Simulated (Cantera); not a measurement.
Input: 1 mol Si, 0.69 mol HCl, 0.31 mol H2, held at 327 °C and 3.20 bar.

Equilibrium computed with Cantera from the NASA thermochemical tables; the gas is ideal and each condensed phase is pure. Candidate condensed phases: Si; 19 gas species. The numbers say what is thermodynamically allowed, not how fast it happens.

Base state: H2 0.758, SiCl4 0.136, SiHCl3 0.102, SiH2Cl2 0.00385, SiH3Cl 2.83e-5, HCl 2.77e-5 (mole fractions); condensed: Si(s).

### Question
What changes in the equilibrium state with this change: temperature from 327 °C to 602 °C?

### Answer
```tsv
species	before	after
H2	0.758	0.759
SiCl4	0.136	0.141
SiHCl3	0.102	0.0920
HCl	2.77e-5	0.00255
SiCl2	<1e-9	1.09e-5
SiCl3	2.08e-7	0.000163
SiH3Cl	2.83e-5	7.86e-5
Si(s), mol	0.805	0.807
```
The tables' values for SiCl3 are old estimates; treat these amounts as uncertain.
